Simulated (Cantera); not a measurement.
Charge: 1 mol Si3N4, 2 mol H2O, 1.1 mol N2, held at 0.440 Pa.

Cantera equilibrium calculation (NASA polynomials, part measured and part estimated; ideal gas, pure solids and liquids). Candidate condensed phases: H2O, Si, SiO2, Si2N2O, Si3N4; 35 gas species. Kinetics and transport are ignored.

**Question.** Which condensed phases are stable at each of these points (T (K)): 1625, 1650, 1675, 1700, 1725, 1750, 1775, 1800, 1825, 1850, 1875?

**Answer.** 
| T (K) | condensed phases | Si condensed (%) |
|---|---|---|
| 1625 | Si(s) | 24.0 |
| 1650 | Si(s) | 17.6 |
| 1675 | Si(s) | 6.6 |
| 1700 | gas only | 0.0 |
| 1725 | gas only | 0.0 |
| 1750 | gas only | 0.0 |
| 1775 | gas only | 0.0 |
| 1800 | gas only | 0.0 |
| 1825 | gas only | 0.0 |
| 1850 | gas only | 0.0 |
| 1875 | gas only | 0.0 |

From 1625 K to 1675 K the condensed part is Si(s). From 1700 K to 1875 K nothing is condensed.
